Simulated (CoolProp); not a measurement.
Values from CoolProp's reference Helmholtz-energy equation of state, Lemmon 2005.

For R125, give the phase and the Joule-Thomson coefficient (K/MPa), expansivity (1/kK), conductivity (mW/(m K)), Prandtl number at 226.85 °C and 8040 kPa; 226.85 °C and 16100 kPa.


- 226.85 °C and 8040 kPa: supercritical; Joule-Thomson coefficient 2.71, expansivity 3.76, conductivity 35.8, Prandtl number 0.903
- 226.85 °C and 16100 kPa: supercritical; Joule-Thomson coefficient 1.46, expansivity 4.08, conductivity 43.3, Prandtl number 1.25

Viscosity comes from a separate model (Huber 2006). Thermal conductivity comes from a separate model (Perkins 2006).
